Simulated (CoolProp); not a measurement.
Carbon dioxide along the isobar 9.05 MPa: density (kg/m³) from the reference equation and from simpler models built on Tc = 304.1 K, pc = 7.377 MPa, ω = 0.224; each cubic takes its own stable root.

Model: reference Helmholtz-energy equation of state, Span 1996, in CoolProp.

```tsv
T (K)	phase	reference
273.1	liquid	968.7
308.1	supercritical	666.7
343.1	supercritical	210.0
378.1	supercritical	160.5
413.1	supercritical	135.2
448.1	supercritical	118.7
483.1	supercritical	106.6
518.1	supercritical	97.18
```

Q: How far does each simpler model (Redlich-Kwong, Peng-Robinson) lie from the reference over these 8 states: mean and median of the absolute difference, and the worst?

A: 
- Redlich-Kwong: mean 5.6 %, median 2.6 %, worst -16.8 % at 308.1 K and 9.05 MPa
- Peng-Robinson: mean 2.1 %, median 0.9 %, worst -10.8 % at 308.1 K and 9.05 MPa
